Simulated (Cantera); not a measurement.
An adiabatic, constant-volume homogeneous reactor starts with CH4 : O2 : N2 : CO2 = 1 : 1.54 : 5.78 : 1.2 (molar parts), equivalence ratio 1.3, at 1623 K and 1.00 bar. Integrator tolerance rtol = 1e-08.

Cantera simulation using GRI-Mech 3.0 (53 species, 325 reactions); the numbers are that mechanism's predictions, not measurements.

**Question.** What does this change do: CH4 1 to 2.6 parts?

**Answer.** 
```json
[
 {"quantity": "time of steepest temperature rise", "before": "0.475 ms", "after": "0.670 ms"},
 {"quantity": "temperature at 0.500 s", "before": "2769 K", "after": "2106 K"},
 {"quantity": "equilibrium temperature", "before": "2769 K", "after": "2106 K"},
 {"quantity": "x(CH4) at 0.500 s", "before": "<1e-12 (gas-phase equilibrium <1e-12)", "after": "2.75e-9 (gas-phase equilibrium 3.12e-9)"},
 {"quantity": "x(O2) at 0.500 s", "before": "0.0109 (gas-phase equilibrium 0.0109)", "after": "3.13e-8 (gas-phase equilibrium 3.13e-8)"},
 {"quantity": "x(CO2) at 0.500 s", "before": "0.110 (gas-phase equilibrium 0.110)", "after": "0.0180 (gas-phase equilibrium 0.0180)"},
 {"quantity": "x(C2H4) at 0.500 s", "before": "<1e-12 (gas-phase equilibrium <1e-12)", "after": "<1e-12 (gas-phase equilibrium <1e-12)"},
 {"quantity": "x(CH3) at 0.500 s", "before": "<1e-12 (gas-phase equilibrium <1e-12)", "after": "2.61e-10 (gas-phase equilibrium 2.97e-10)"},
 {"quantity": "x(NO2) at 0.500 s", "before": "1.45e-6 (gas-phase equilibrium 1.45e-6)", "after": "3.91e-12 (gas-phase equilibrium 2.03e-12)"},
 {"quantity": "x(C2H2) at 0.500 s", "before": "<1e-12 (gas-phase equilibrium <1e-12)", "after": "2.47e-12 (gas-phase equilibrium 2.80e-12)"}
]
```

**Question.** What does this change do: CO2 1.2 to 2.7 parts?

**Answer.** 
| quantity | before | after |
|---|---|---|
| time of steepest temperature rise | 0.475 ms | 0.579 ms |
| temperature at 0.500 s | 2769 K | 2609 K |
| equilibrium temperature | 2769 K | 2609 K |
| x(CH4) at 0.500 s | <1e-12 (gas-phase equilibrium <1e-12) | <1e-12 (gas-phase equilibrium <1e-12) |
| x(O2) at 0.500 s | 0.0109 (gas-phase equilibrium 0.0109) | 0.0111 (gas-phase equilibrium 0.0111) |
| x(CO2) at 0.500 s | 0.110 (gas-phase equilibrium 0.110) | 0.215 (gas-phase equilibrium 0.215) |
| x(C2H4) at 0.500 s | <1e-12 (gas-phase equilibrium <1e-12) | <1e-12 (gas-phase equilibrium <1e-12) |
| x(CH3) at 0.500 s | <1e-12 (gas-phase equilibrium <1e-12) | <1e-12 (gas-phase equilibrium <1e-12) |
| x(NO2) at 0.500 s | 1.45e-6 (gas-phase equilibrium 1.45e-6) | 1.21e-6 (gas-phase equilibrium 1.21e-6) |
| x(C2H2) at 0.500 s | <1e-12 (gas-phase equilibrium <1e-12) | <1e-12 (gas-phase equilibrium <1e-12) |
